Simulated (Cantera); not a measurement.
A closed system holds: 1 mol PbO, 0.04 mol CO, 67 mol H2, at 13.5 Torr.

Cantera equilibrium calculation (NASA polynomials, part measured and part estimated; ideal gas, pure solids and liquids). Candidate condensed phases: C, C6H6, C7H8, C8H18, H2O, Pb, PbO, PbO2, Pb3O4; 113 gas species. Equilibrium is a limit: real reactors are often held back by kinetics, nucleation or transport.

Question: Which condensed phases are stable at each of these points (T (K)): 725, 775, 825, 875, 925, 975, 1025, 1075, 1125, 1175, 1225?

Answer: 
```
T (K)  condensed phases  Pb condensed (%)
-----  ----------------  ----------------
725               Pb(l)             100.0
775               Pb(l)             100.0
825               Pb(l)              99.9
875               Pb(l)              99.7
925               Pb(l)              99.0
975               Pb(l)              96.6
1025              Pb(l)              89.6
1075              Pb(l)              71.6
1125              Pb(l)              28.8
1175           gas only               0.0
1225           gas only               0.0
```

From 725 K to 1125 K the condensed part is Pb(l). From 1175 K to 1225 K nothing is condensed.
